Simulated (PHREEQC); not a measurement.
Consider water at 25 °C with 0.0025 mol/kgw ZnSO4 and 0.0037 mol/kgw NaCl. Closed to the air; pH follows from the charge balance.

Model: ion-association model, phreeqc.dat, run in PHREEQC.

Precipitation was switched off in this run.

**Question.** What pH, ionic strength does the model give?

**Answer.** pH 5.92; ionic strength 0.0119 mol/kgw.

**Question.** In which forms is S present?

**Answer.** SO4-2 82 %, ZnSO4 17 %, NaSO4- 1.0 %, Zn(SO4)2-2 0.6 % of the S.

Complexes and solids missing from the database can't appear.
